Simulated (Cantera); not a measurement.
Feed: 1 mol SiO2, 5.4 mol CO, 3.1 mol H2, equilibrated at 0.0420 bar.

Method: chemical equilibrium by Gibbs-energy minimisation in Cantera with the NASA 1993 tables (ideal gas, pure condensed phases). Candidate condensed phases: C, C6H6, C7H8, C8H18, H2O, Si, SiC, SiO2; 123 gas species. The tables hold silica as quartz up to 1696 K and as liquid above; real silica turns to tridymite and cristobalite and melts near 1996 K. Kinetics and transport are ignored.

**Question.** At 1700 K, list the 6 most abundant gas species with their mole fractions, and the condensed phases.

**Answer.** CO 0.633, H2 0.362, SiO 0.00190, H2O 0.00126, CO2 0.000642, H 0.000433. Condensed: SiO2(condensed).
